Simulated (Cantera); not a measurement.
# Thermodynamics of aluminium nitride and oxide growth, feed AlCl₃ + NH₃ + H₂ + H₂O

Charge: 1 mol AlCl₃, 390 mol NH₃, 12 mol H₂, 0.087 mol H₂O, held at 7.50 Torr.

Equilibrium computed with Cantera from the NASA thermochemical tables; the gas is ideal and each condensed phase is pure. Candidate condensed phases: Al, AlCl₃, AlN, Al₂O₃, H₂O, NH₄Cl; 45 gas species. Mutual solubility and eutectic melting of coexisting phases are not modelled. Condensed phases not in the tables: AlOCl, aluminium oxynitride. The numbers say what is thermodynamically allowed, not how fast it happens.

From 850 K to 1450 K the condensed part is AlN(s) + Al₂O₃(s). At 1650 K the condensed part is Al₂O₃(s). From 1850 K to 2050 K nothing is condensed. The main Al-bearing gas is AlCl₃ at 850 K and AlCl at 2050 K.

| T (K) | log p H₂ | log p N₂ | log p H | log p HCl | log p AlCl | log p Al | log p H₂O | log p Cl | n AlN(s) | n Al₂O₃(s) |
|---|---|---|---|---|---|---|---|---|---|---|
| 850 | -2.12 | -2.61 | -11.75 | -4.42 | <-14 | <-14 | -10.16 | <-14 | 0.941 | 0.0290 |
| 1050 | -2.12 | -2.61 | -9.15 | -4.42 | -10.48 | <-14 | -9.02 | -11.49 | 0.941 | 0.0290 |
| 1250 | -2.12 | -2.61 | -7.38 | -4.42 | -7.67 | -13.35 | -8.26 | -9.75 | 0.938 | 0.0289 |
| 1450 | -2.12 | -2.61 | -6.09 | -4.45 | -5.68 | -9.67 | -7.72 | -8.50 | 0.768 | 0.0285 |
| 1650 | -2.12 | -2.61 | -5.10 | -4.59 | -4.93 | -7.52 | -6.89 | -7.67 | 0 | 0.0255 |
| 1850 | -2.13 | -2.61 | -4.33 | -4.60 | -4.92 | -6.51 | -5.98 | -6.92 | 0 | 0 |
| 2050 | -2.13 | -2.61 | -3.71 | -4.58 | -4.97 | -5.79 | -5.98 | -6.29 | 0 | 0 |
log p: log10 of the partial pressure in bar; n: condensed amount in mol.
